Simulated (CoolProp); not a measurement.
Vapour-liquid equilibrium of isobutene (1) + n-butane (2) at 0.00171 MPa; x and y are mole fractions of (1).

The numbers come from the multi-fluid Helmholtz-energy mixture model, Lemmon 2005 and Bücker 2006; pair parameters Bell 2016 in CoolProp.

**Question.** Give the bubble temperature and the first vapour's composition at x = 0.75, 0.85, 0.95. Is there an azeotrope?

**Answer.** x = 0.75: 194.8 K, y = 0.802; x = 0.85: 194.5 K, y = 0.883; x = 0.95: 194.2 K, y = 0.962. No azeotrope shows between x = 0.05 and 0.95.

Pair parameters are fitted to limited data, so mixtures are less certain than the pure fluids.
